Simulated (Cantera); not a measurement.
## Thermodynamics of silicon epitaxy and polysilicon growth, feed SiHCl3 + N2

Charge: 1 mol SiHCl3, a varied amount of N2, equilibrated at 1200 K and 1 atm.

These are equilibrium values from Cantera (NASA tables, ideal gas, pure condensed phases), not measurements of a reactor. Candidate condensed phases: NH4Cl, Si, Si3N4; 28 gas species. N2 is the only nitrogen source here; it is nearly inert below about 1500 K, so the nitride shown seldom forms there in practice. The tables' values for SiCl3 are old estimates; treat these amounts as uncertain. Rates play no part.

From 7.1 mol N2 to 77 mol N2 the condensed part is Si3N4(s). The main Si-bearing gas is SiCl4 throughout. The share of Si in condensed phases is highest at 77 mol N2 (47.3 %) and lowest at 7.1 mol N2 (44.0 %).

| n(N2) (mol) | log p N2 | log p HCl | log p SiCl4 | log p H2 | log p SiCl3 | log p SiHCl3 | log p SiCl2 | n Si3N4(s) |
|---|---|---|---|---|---|---|---|---|
| 7.1 | -0.08 | -1.03 | -1.17 | -1.85 | -3.46 | -3.55 | -4.81 | 0.147 |
| 17 | -0.03 | -1.34 | -1.52 | -2.31 | -3.73 | -4.06 | -5.00 | 0.151 |
| 27 | -0.02 | -1.52 | -1.72 | -2.57 | -3.88 | -4.34 | -5.11 | 0.154 |
| 37 | -0.01 | -1.64 | -1.85 | -2.75 | -3.99 | -4.53 | -5.18 | 0.155 |
| 47 | -0.01 | -1.73 | -1.96 | -2.89 | -4.06 | -4.68 | -5.23 | 0.156 |
| 57 | -0.01 | -1.81 | -2.04 | -3.00 | -4.13 | -4.80 | -5.27 | 0.157 |
| 67 | 0.00 | -1.88 | -2.11 | -3.10 | -4.18 | -4.90 | -5.31 | 0.157 |
| 77 | 0.00 | -1.93 | -2.17 | -3.18 | -4.23 | -4.99 | -5.34 | 0.158 |
log p: log10 of the partial pressure in bar; n: condensed amount in mol.
